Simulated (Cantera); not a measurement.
A closed system holds: 1 mol (CH₃)₂SiCl₂, 0.15 mol CH₄, 360 mol H₂, equilibrated at 977 °C and 133 Pa.

Method: chemical equilibrium by Gibbs-energy minimisation in Cantera with the NASA 1993 tables (ideal gas, pure condensed phases). Candidate condensed phases: C, C₆H₆, C₇H₈, C₈H₁₈, Si, SiC; 109 gas species. The feed counts by its element totals alone. Kinetics and transport are ignored.

Base state: H₂ 0.994, HCl 0.00549, CH₄ 1.45e-5, H 1.32e-5 (mole fractions); condensed: C(graphite) + SiC(s).

Question: What changes in the equilibrium state with this change: temperature from 977 °C to 1702 °C?

Answer: 
```tsv
species	before	after
H₂	0.994	0.956
H	1.32e-5	0.0366
HCl	0.00549	0.00522
Si	<1e-9	0.00121
SiC₂	<1e-9	4.45e-5
SiH	<1e-9	3.11e-5
Si₂C	<1e-9	2.98e-5
C₂H₂ (acetylene)	2.51e-7	0.000621
C(graphite), mol	1.14	1.15
SiC(s), mol	1.000	0.494
```
